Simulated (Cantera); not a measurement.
Silicon etching in halogen gases: Si + Br2 + H2

A closed system holds: 1 mol Si, 0.8 mol Br2, 2.4 mol H2, at 1.00 Torr.

Method: chemical equilibrium by Gibbs-energy minimisation in Cantera with the NASA 1993 tables (ideal gas, pure condensed phases). Candidate condensed phases: Br2, Si; 19 gas species. The tables' values for SiBr3, SiBr are old estimates; treat these amounts as uncertain. Kinetics and transport are ignored.

From 975 K to 1425 K the condensed part is Si(s). The main Si-bearing gas is SiBr4 at 975 K and SiBr2 at 1425 K. The share of Si in condensed phases is highest at 1025 K (65.2 %) and lowest at 1425 K (53.7 %).

```csv
T (K),log p H2,log p HBr,log p SiBr2,log p SiBr4,log p Br,log p SiBr3,log p SiHBr3,log p H,n Si(s)
975,-2.98,-3.93,-4.88,-3.84,-8.06,-5.60,-5.37,-10.43,0.645
1025,-2.99,-3.79,-4.52,-3.92,-7.51,-5.37,-5.42,-9.86,0.652
1075,-3.02,-3.68,-4.23,-4.05,-7.03,-5.22,-5.52,-9.34,0.646
1125,-3.04,-3.60,-4.01,-4.25,-6.61,-5.14,-5.67,-8.87,0.626
1175,-3.05,-3.56,-3.87,-4.55,-6.26,-5.16,-5.90,-8.44,0.599
1225,-3.06,-3.54,-3.79,-4.94,-5.97,-5.25,-6.18,-8.04,0.575
1275,-3.06,-3.54,-3.76,-5.36,-5.71,-5.39,-6.49,-7.66,0.559
1325,-3.07,-3.55,-3.74,-5.78,-5.48,-5.54,-6.79,-7.32,0.549
1375,-3.06,-3.56,-3.73,-6.18,-5.27,-5.69,-7.09,-7.00,0.542
1425,-3.06,-3.57,-3.72,-6.55,-5.07,-5.83,-7.36,-6.70,0.537
```
log p: log10 of the partial pressure in bar; n: condensed amount in mol.
